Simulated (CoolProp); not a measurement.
The fluid at 298.15 K and 1.72 MPa (gas) is heated at constant pressure to 310.1 K. The same conditions are run with several fluids, on thermodynamics alone (safety and materials aside).

The numbers come from the reference Helmholtz-energy equation of state of each fluid (C2F6 (R116): Lemmon 2006; hydrogen chloride: Thol 2018; carbon dioxide: Span 1996; oxygen: Schmidt 1985) in CoolProp.

```tsv
fluid	heat (kJ/kg)	final density (kg/m³)
C2F6 (R116)	10.9	112
hydrogen chloride	12.1	26.9
carbon dioxide	11.8	31.9
oxygen	11.3	21.5
```

Above 300 K oxygen's equation is extrapolated.
